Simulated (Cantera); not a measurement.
Gas-phase reforming

An isothermal, constant-pressure homogeneous reactor starts with CH₄ : H₂O = 1 : 4.9 (molar parts), at 2023 K and 5.00 bar.

Cantera simulation using GRI-Mech 3.0 (53 species, 325 reactions); the numbers are that mechanism's predictions, not measurements.

```csv
t (s),x CH₄,x H₂O,x H,x C₂H₂,x O₂,x HO₂
1.00e-5,0.130,0.809,0.000149,0.00438,1.21e-7,7.95e-10
3.01e-5,0.0874,0.768,0.000245,0.0246,2.54e-7,5.80e-10
9.06e-5,0.0486,0.721,0.000336,0.0414,2.04e-7,4.36e-10
0.000273,0.0245,0.669,0.000420,0.0433,1.16e-7,3.20e-10
0.000820,0.0151,0.599,0.000480,0.0302,7.09e-8,2.00e-10
0.00247,0.00913,0.523,0.000517,0.0114,4.42e-8,1.14e-10
0.00743,0.00233,0.476,0.000535,0.000932,3.31e-8,7.98e-11
0.0224,1.27e-5,0.468,0.000543,1.56e-7,3.18e-8,7.71e-11
0.0673,1.33e-8,0.468,0.000544,<1e-12,3.19e-8,7.73e-11
0.203,1.33e-8,0.468,0.000544,<1e-12,3.19e-8,7.73e-11
0.610,1.33e-8,0.468,0.000544,<1e-12,3.19e-8,7.73e-11
1.83,1.33e-8,0.468,0.000544,<1e-12,3.19e-8,7.73e-11
5.52,1.33e-8,0.468,0.000544,<1e-12,3.19e-8,7.73e-11
16.6,1.33e-8,0.468,0.000544,<1e-12,3.19e-8,7.73e-11
50.0,1.33e-8,0.468,0.000544,<1e-12,3.19e-8,7.73e-11
```
x: mole fraction; the columns are a selection and need not sum to one.

Equilibrium at this temperature and pressure: CH₄ 1.51e-8, H₂O 0.468, H 0.000544, C₂H₂ <1e-12, O₂ 3.19e-8, HO₂ 7.73e-11 (gas phase only).
